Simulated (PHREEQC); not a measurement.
Solution (20 °C): 0.0025 mol Cu(NO3)2, 0.002 mol HNO3 and 0.00017 mol Na2SO4 per kg of water. Closed to the air; pH follows from the charge balance.

All values are PHREEQC results (ion-association model, wateq4f.dat), not measurements.

Each row changes one thing in this solution. This is a speciation only: nothing precipitates in the calculation.

```
case                                                  pH  ionic strength (mol/kgw)  SO4-2 (mol/kgw)  HSO4- (mol/kgw)  NaSO4- (mol/kgw)  SI of Mirabilite (Na2SO4:10H2O)
--------------------------------------------------  ----  ------------------------  ---------------  ---------------  ----------------  -------------------------------
as made                                             2.74                   0.00987         0.000127          1.49e-5           1.40e-7                            -9.74
Cu(NO3)2 replaced by Mg(NO3)2 at the same molality  2.74                   0.00986         0.000126          1.48e-5           1.39e-7                       (withheld)
0.0001 mol/kgw NaCl added                           2.74                   0.00997         0.000127          1.49e-5        (withheld)                       (withheld)
Cu(NO3)2 left out                                   2.73                   0.00247         0.000149          2.09e-5           1.98e-7                            -9.55
HNO3 replaced by Cd(NO3)2 at the same molality      5.15                    0.0137         0.000120       (withheld)           1.25e-7                            -9.81
0.00011 mol/kgw Fe2(SO4)3 added                     2.72                    0.0107         0.000331       (withheld)           3.59e-7                            -9.34
```

**Question.** Some entries are withheld; supply them.

**Answer.** 
- Cu(NO3)2 replaced by Mg(NO3)2 at the same molality, SI of Mirabilite (Na2SO4:10H2O): -9.75
- 0.0001 mol/kgw NaCl added, NaSO4- (mol/kgw): 1.81e-7
- 0.0001 mol/kgw NaCl added, SI of Mirabilite (Na2SO4:10H2O): -9.52
- HNO3 replaced by Cd(NO3)2 at the same molality, HSO4- (mol/kgw): 5.33e-8
- 0.00011 mol/kgw Fe2(SO4)3 added, HSO4- (mol/kgw): 4.01e-5

Some of these states are supersaturated (in Brochantite, Hematite (slow to form), Goethite (slow to form), for instance).
